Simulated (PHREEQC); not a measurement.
**Acid mine or pickling water**

Synthetic water in mmol/kgw, 68 °C, pH 1.85, pe 11.7:

```tsv
constituent	mmol/kgw
Na	65.4
K	1.82
Ca	3.61
Mg	12.8
Cl	30.6
S(6)	49.1
Cu(2)	0.618
Zn	0.0195
Fe(3)	0.381
F	0.117
```

Cl is adjusted to close the charge balance.
Valence states are taken as typed.

Computed with PHREEQC (ion-association model, phreeqc.dat).

Precipitation was switched off in this run.

Predict the ionic strength, density.

ionic strength 0.126 mol/kgw; density 0.985 g/cm³.

In which forms is Fe present?

FeSO4+ 65 %, Fe(SO4)2- 7.6 %, FeHSO4+2 7.4 %, FeF+2 6.7 %, FeOH+2 5.5 %, FeCl+2 4.4 % of the Fe.

The solution is supersaturated, for example in Hematite (slow to form), Goethite (slow to form), so a real one may precipitate; this is no full list. Species that the database lacks are ignored. At this temperature some constants are extrapolated from 25 °C, and those without enthalpy data are left unchanged. Fluoro complexes past AlF4- and FeF3 are missing from the database.
